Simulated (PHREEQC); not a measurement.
Solution (25 °C): 0.14 mol NH4Cl, 0.0088 mol H3BO3 and 0.00038 mol LiCl per kg of water. Closed to the air; pH follows from the charge balance.

Computed with PHREEQC (ion-association model, phreeqc.dat).

```json
{
  "pH": "5.15",
  "ionic_strength": "0.140 mol/kgw",
  "specific_conductance": "17200 µS/cm",
  "density": "1.000 g/cm³"
}
```

| species | molality | activity | log γ |
|---|---|---|---|
| Cl- | 0.140 | 0.104 | -0.130 |
| NH4+ | 0.140 | 0.1000 | -0.146 |
| H3BO3 | 0.00880 | 0.00909 | 0.014 |
| Li+ | 0.000380 | 0.000295 | -0.110 |
| H+ | 8.74e-6 | 7.10e-6 | -0.091 |
| NH3 | 7.77e-6 | 8.03e-6 | 0.014 |
| H2BO3- | 9.66e-7 | 7.37e-7 | -0.118 |
| OH- | 1.93e-9 | 1.42e-9 | -0.134 |

This is a speciation only: nothing precipitates in the calculation.
